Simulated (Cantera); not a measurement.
**Oxide etching and cleaning by halides: SiO2 + SiCl4 + O2 + Cl2**

Charge: 1 mol SiO2, a varied amount of SiCl4, 0.71 mol O2, 29 mol Cl2, at 1252 °C and 10.0 mbar.

These are equilibrium values from Cantera (NASA tables, ideal gas, pure condensed phases), not measurements of a reactor. Candidate condensed phases: Si, SiO2; 15 gas species. The tables' values for SiCl3 are old estimates; treat these amounts as uncertain. The tables hold silica as quartz up to 1696 K and as liquid above; real silica turns to tridymite and cristobalite and melts near 1996 K. Rates play no part.

From 0.6 mol SiCl4 to 3.5 mol SiCl4 the condensed part is SiO2(β-quartz). The main Si-bearing gas is SiCl4 throughout. The share of Si in condensed phases is highest at 0.6 mol SiCl4 (99.8 %) and lowest at 3.5 mol SiCl4 (38.0 %).

```
n(SiCl4) (mol)  x Cl2   x Cl   x SiCl4      x O2    x ClO  n SiO2(β-quartz)
--------------  -----  -----  --------  --------  -------  ----------------
0.6             0.506  0.491   9.00e-5   0.00280  6.18e-5              1.60
0.69            0.508  0.491  0.000317  0.000797  3.30e-5              1.68
0.8             0.507  0.491   0.00234  0.000108  1.21e-5              1.71
0.93            0.505  0.490   0.00547   4.57e-5  7.89e-6              1.71
1.1             0.502  0.488   0.00959   2.58e-5  5.91e-6              1.71
1.2             0.500  0.488    0.0120   2.05e-5  5.26e-6              1.71
1.4             0.497  0.486    0.0168   1.44e-5  4.40e-6              1.71
1.7             0.492  0.484    0.0239   9.95e-6  3.64e-6              1.71
1.9             0.489  0.482    0.0286   8.22e-6  3.29e-6              1.71
2.2             0.485  0.480    0.0355   6.49e-6  2.91e-6              1.71
2.6             0.479  0.477    0.0445   5.05e-6  2.55e-6              1.71
3               0.473  0.474    0.0534   4.10e-6  2.29e-6              1.71
3.5             0.465  0.470    0.0642   3.31e-6  2.04e-6              1.71
```
x: gas mole fraction; n: condensed amount in mol.
